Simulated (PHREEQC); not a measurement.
## Spent oxide etchant: speciation

Dissolve 0.027 mol/kgw HF, 0.00084 mol/kgw (NH4)2SiF6, 0.045 mol/kgw H3PO4 and 0.00026 mol/kgw H2SO4 at 20 °C. Closed to the air; pH follows from the charge balance.

Model: ion-association model, wateq4f.dat, run in PHREEQC.

The pH is 1.81 and the ionic strength is 0.0200 mol/kgw. The total alkalinity comes out as -75.9 meq/kg.

| species | molality | activity | log γ |
|---|---|---|---|
| H3PO4 | 0.0293 | 0.0295 | 0.002 |
| HF | 0.0224 | 0.0225 | 0.002 |
| H+ | 0.0174 | 0.0155 | -0.051 |
| H2PO4- | 0.0157 | 0.0137 | -0.057 |
| NH4+ | 0.00168 | 0.00146 | -0.060 |
| H2F2 | 0.00157 | 0.00158 | 0.002 |
| F- | 0.00122 | 0.00106 | -0.062 |
| SiF6-2 | 0.000840 | 0.000492 | -0.232 |
| SO4-2 | 0.000135 | 7.92e-5 | -0.233 |
| HSO4- | 0.000123 | 0.000107 | -0.059 |
| HF2- | 0.000101 | 8.79e-5 | -0.062 |
| NH4SO4- | 1.71e-6 | 1.49e-6 | -0.058 |
| HPO4-2 | 9.14e-8 | 5.35e-8 | -0.232 |
| H4SiO4 | 2.46e-9 | 2.47e-9 | 0.002 |

This is a speciation only: nothing precipitates in the calculation. wateq4f.dat counts part of the HF as a dimer, H2F2, which phreeqc.dat doesn't know; its constant is uncertain. H3PO4, which wateq4f.dat lacks, is added to it with the constant of phreeqc.dat. SiF6-2 is the database's only silicon fluoride.
